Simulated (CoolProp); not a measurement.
Values from CoolProp's reference Helmholtz-energy equation of state, Platzer 1990. This equation is an older, rougher fit.

Q: For R114, give the phase and the cv (kJ/(kg K)) at 208.85 °C and 5.3 kPa; 208.85 °C and 122 kPa; 208.85 °C and 207 kPa.

A: 
- 208.85 °C and 5.3 kPa: gas; cv 0.805
- 208.85 °C and 122 kPa: gas; cv 0.805
- 208.85 °C and 207 kPa: gas; cv 0.805
